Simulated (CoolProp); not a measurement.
A Linde-Hampson liquefier for methane: isothermal reversible compression at 200 K from 1 atm to 30 MPa, throttling to 1 atm, return gas leaving the recuperator 2 K below the feed. Each further row changes one setting.

Values from CoolProp's reference Helmholtz-energy equation of state, Setzmann 1991.

```
case                        liquid yield per pass  compression work (kJ/kg of gas)
--------------------------  ---------------------  -------------------------------
as stated                                     [?]                              458
high pressure 60 MPa                          [?]                              [?]
warm-end temperature 230 K                    [?]                              577
warm-end gap 7 K                              [?]                              458
```

### Question
Some entries are withheld; supply them.

### Answer

- as stated, liquid yield per pass: 0.506
- high pressure 60 MPa, liquid yield per pass: 0.459
- high pressure 60 MPa, compression work (kJ/kg of gas): 541
- warm-end temperature 230 K, liquid yield per pass: 0.408
- warm-end gap 7 K, liquid yield per pass: 0.499
